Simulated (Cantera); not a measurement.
Input: 1 mol Si, a varied amount of Cl2, equilibrated at 650 K and 1.00 Pa.

Cantera equilibrium calculation (NASA polynomials, part measured and part estimated; ideal gas, pure solids and liquids). Candidate condensed phases: Si; 9 gas species. Kinetics and transport are ignored.

Problem. Which condensed phases are stable at each of these points (n(Cl2) (mol)): 1.2, 1.4, 1.6, 1.9, 2.2, 2.6, 3, 3.5, 4.1, 4.8, 5.6, 6.6, 7.7?

Solution. 
```
n(Cl2) (mol)  condensed phases  Si condensed (%)
------------  ----------------  ----------------
1.2                      Si(s)              40.0
1.4                      Si(s)              30.0
1.6                      Si(s)              20.0
1.9                      Si(s)               5.0
2.2                   gas only               0.0
2.6                   gas only               0.0
3                     gas only               0.0
3.5                   gas only               0.0
4.1                   gas only               0.0
4.8                   gas only               0.0
5.6                   gas only               0.0
6.6                   gas only               0.0
7.7                   gas only               0.0
```

From 1.2 mol Cl2 to 1.9 mol Cl2 the condensed part is Si(s). From 2.2 mol Cl2 to 7.7 mol Cl2 nothing is condensed.
